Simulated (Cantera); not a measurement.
A freely propagating, adiabatic, planar premixed flame of 19.7 % H₂, 18.2 % O₂, 62.1 % N₂, equivalence ratio 0.54, unburnt at 600 K and 82.5 Torr; mixture-averaged transport, grid criteria slope 0.08 and curve 0.16, no radiation.

Computed with Cantera and the H2/O2 subset of GRI-Mech 3.0, which has no nitrogen chemistry. Burning velocities carry a grid error of a few per cent, more on coarse grids. Lean hydrogen flames are cellular in practice and burn faster than this planar one.

Q: Predict: laminar burning velocity; thermal thickness; peak x(H); peak x(OH); peak x(H₂O₂).

A: 
* **laminar burning velocity**: 427 cm/s
* **thermal thickness**: 7.78 mm
* **peak x(H)**: 0.0445
* **peak x(OH)**: 0.0126
* **peak x(H₂O₂)**: 1.13e-6
